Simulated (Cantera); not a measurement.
Input (Python, Cantera) and output of one run.

```python
import numpy as np
import cantera as ct

gas_names = """
    C CN CO CO2 C2 CCN CNC C2N2 C2O C3 C3O2 C4 C4N2 C5 Cu CuO Cu2 N NCO NO NO2 NO3 N2 N2O O O2 O3
""".split()
cond_names = """
    C(gr) Cu(cr) Cu(L) CuO(s) Cu2O(s) Cu2O(L)
""".split()


# ... load() reads the species with a 1 bar reference pressure and builds the phases ...
atoms = {
    'Cu2O': {'Cu': 2, 'O': 1},
    'C': {'C': 1},
    'N2': {'N': 2},
}
top_T = {'C(gr)': 4500, 'CuO(s)': 1390}  # K; cautious upper limits of use, not melting points


# ... equilibrate(T, P, feed) seeds the gas with the atoms and calls Mixture.equilibrate('TP', solver="vcs", rtol=1e-11, max_steps=5000) ...
results = []
P = 1500  # Pa
for T in [1600, 1675, 1750, 1825, 1900, 1975, 2050, 2125, 2200, 2275, 2350, 2425, 2500, 2575]:
    for m in [0.16, 0.33, 0.71, 1.5, 3.2, 6.8, 14]:
        feed = {'Cu2O': 1, 'C': 1.7, 'N2': m}  # mol
        mix = equilibrate(T, P, feed)
        results.append((T, P, feed, dict(zip(mix.species_names, mix.species_moles))))

for T, P, feed, n in results:
    print(f"{T:7g} {feed['N2']:10.4g}  " + (" + ".join(c for c in cond_names if n.get(c, 0) > 1e-12) or "gas only"))
```

Result:

```
   1600       0.16  C(gr) + Cu(L)
   1600       0.33  C(gr) + Cu(L)
   1600       0.71  C(gr) + Cu(L)
   1600        1.5  C(gr) + Cu(L)
   1600        3.2  C(gr) + Cu(L)
   1600        6.8  C(gr) + Cu(L)
   1600         14  C(gr) + Cu(L)
   1675       0.16  C(gr) + Cu(L)
   1675       0.33  C(gr) + Cu(L)
   1675       0.71  C(gr) + Cu(L)
   1675        1.5  C(gr) + Cu(L)
   1675        3.2  C(gr) + Cu(L)
   1675        6.8  C(gr) + Cu(L)
   1675         14  C(gr) + Cu(L)
   1750       0.16  C(gr) + Cu(L)
   1750       0.33  C(gr) + Cu(L)
   1750       0.71  C(gr) + Cu(L)
   1750        1.5  C(gr) + Cu(L)
   1750        3.2  C(gr) + Cu(L)
   1750        6.8  C(gr) + Cu(L)
   1750         14  C(gr) + Cu(L)
   1825       0.16  C(gr) + Cu(L)
   1825       0.33  C(gr) + Cu(L)
   1825       0.71  C(gr) + Cu(L)
   1825        1.5  C(gr) + Cu(L)
   1825        3.2  C(gr) + Cu(L)
   1825        6.8  C(gr) + Cu(L)
   1825         14  C(gr) + Cu(L)
   1900       0.16  C(gr) + Cu(L)
   1900       0.33  C(gr) + Cu(L)
   1900       0.71  C(gr) + Cu(L)
   1900        1.5  C(gr) + Cu(L)
   1900        3.2  C(gr) + Cu(L)
   1900        6.8  C(gr) + Cu(L)
   1900         14  C(gr) + Cu(L)
   1975       0.16  C(gr) + Cu(L)
   1975       0.33  C(gr) + Cu(L)
   1975       0.71  C(gr) + Cu(L)
   1975        1.5  C(gr) + Cu(L)
   1975        3.2  C(gr) + Cu(L)
   1975        6.8  C(gr)
   1975         14  C(gr)
   2050       0.16  C(gr) + Cu(L)
   2050       0.33  C(gr) + Cu(L)
   2050       0.71  C(gr) + Cu(L)
   2050        1.5  C(gr)
   2050        3.2  C(gr)
   2050        6.8  C(gr)
   2050         14  C(gr)
   2125       0.16  C(gr)
   2125       0.33  C(gr)
   2125       0.71  C(gr)
   2125        1.5  C(gr)
   2125        3.2  C(gr)
   2125        6.8  C(gr)
   2125         14  C(gr)
   2200       0.16  C(gr)
   2200       0.33  C(gr)
   2200       0.71  C(gr)
   2200        1.5  C(gr)
   2200        3.2  C(gr)
   2200        6.8  C(gr)
   2200         14  C(gr)
   2275       0.16  C(gr)
   2275       0.33  C(gr)
   2275       0.71  C(gr)
   2275        1.5  C(gr)
   2275        3.2  C(gr)
   2275        6.8  C(gr)
   2275         14  C(gr)
   2350       0.16  C(gr)
   2350       0.33  C(gr)
   2350       0.71  C(gr)
   2350        1.5  C(gr)
   2350        3.2  C(gr)
   2350        6.8  C(gr)
   2350         14  C(gr)
   2425       0.16  C(gr)
   2425       0.33  C(gr)
   2425       0.71  C(gr)
   2425        1.5  C(gr)
   2425        3.2  C(gr)
   2425        6.8  C(gr)
   2425         14  C(gr)
   2500       0.16  C(gr)
   2500       0.33  C(gr)
   2500       0.71  C(gr)
   2500        1.5  C(gr)
   2500        3.2  C(gr)
   2500        6.8  C(gr)
   2500         14  C(gr)
   2575       0.16  C(gr)
   2575       0.33  C(gr)
   2575       0.71  C(gr)
   2575        1.5  C(gr)
   2575        3.2  C(gr)
   2575        6.8  C(gr)
   2575         14  C(gr)
```

Method: chemical equilibrium by Gibbs-energy minimisation in Cantera with the NASA 1993 tables (ideal gas, pure condensed phases).
